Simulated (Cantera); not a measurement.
Cantera with NASA thermochemical tables; ideal gases at 1 bar, condensed phases pure. Values are per mole of reaction as written; species without (g) are pure solids or liquids, kept so even where they would boil at 1 bar. TaC: taken at fixed stoichiometry.

Problem. Between 300 and 2750 K, where is each reaction favourable under standard conditions?
- TaO₂(g) + TaC = 2 Ta + CO₂(g)

Solution. 
- TaO₂(g) + TaC = 2 Ta + CO₂(g): ΔG° is -41 kJ at 300 K and 9 kJ at 2750 K; it changes sign between 2150 and 2250 K. ΔH° is -36 kJ and ΔS° -16 J/K at 2750 K.
